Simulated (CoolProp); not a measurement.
Ethanol along the isotherm 190.55 °C: fugacity coefficient from the reference equation and from simpler models built on Tc = 241.6 °C, pc = 6.268 MPa, ω = 0.644; each cubic takes its own stable root.

Computed with CoolProp (reference Helmholtz-energy equation of state, Schroeder 2014).

```tsv
p (MPa)	phase	reference
5.7	liquid	0.3716
11.4	liquid	0.2080
17.1	liquid	0.1547
22.8	liquid	0.1292
28.5	liquid	0.1148
34.2	liquid	0.1061
39.9	liquid	0.1007
45.6	liquid	0.09744
51.3	liquid	0.09568
57	liquid	0.09502
62.7	liquid	0.09524
```

Q: How far does each simpler model (van der Waals, Redlich-Kwong, Soave-Redlich-Kwong) lie from the reference over these 11 states: mean and median of the absolute difference, and the worst?

A: 
- van der Waals: mean 129.7 %, median 126.7 %, worst +214.5 % at 190.55 °C and 62.7 MPa
- Redlich-Kwong: mean 51.6 %, median 52.2 %, worst +71.6 % at 190.55 °C and 62.7 MPa
- Soave-Redlich-Kwong: mean 15.3 %, median 15.5 %, worst +28.1 % at 190.55 °C and 62.7 MPa
